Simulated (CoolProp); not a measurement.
R1234yf along the isobar 3.8 MPa: Z from the reference equation and from simpler models built on Tc = 94.7 °C, pc = 3.384 MPa, ω = 0.276; each cubic takes its own stable root.

Model: reference Helmholtz-energy equation of state, Lemmon 2022, in CoolProp.

| T (°C) | phase | reference |
|---|---|---|
| -22.35 | liquid | 0.1656 |
| -12.65 | liquid | 0.1629 |
| -2.95 | liquid | 0.1607 |
| 6.75 | liquid | 0.1590 |
| 16.55 | liquid | 0.1577 |
| 26.25 | liquid | 0.1570 |
| 35.95 | liquid | 0.1569 |
| 45.65 | liquid | 0.1575 |
| 55.45 | liquid | 0.1591 |
| 65.15 | liquid | 0.1619 |
| 74.85 | liquid | 0.1669 |
| 84.55 | liquid | 0.1758 |

Problem. How far does each simpler model (van der Waals, Redlich-Kwong, Soave-Redlich-Kwong) lie from the reference over these 12 states: mean and median of the absolute difference, and the worst?

Solution. 
- van der Waals: mean 63.1 %, median 63.5 %, worst +66.0 % at -22.35 °C and 3.8 MPa
- Redlich-Kwong: mean 19.3 %, median 18.3 %, worst +26.2 % at 84.55 °C and 3.8 MPa
- Soave-Redlich-Kwong: mean 14.7 %, median 13.3 %, worst +22.9 % at 84.55 °C and 3.8 MPa
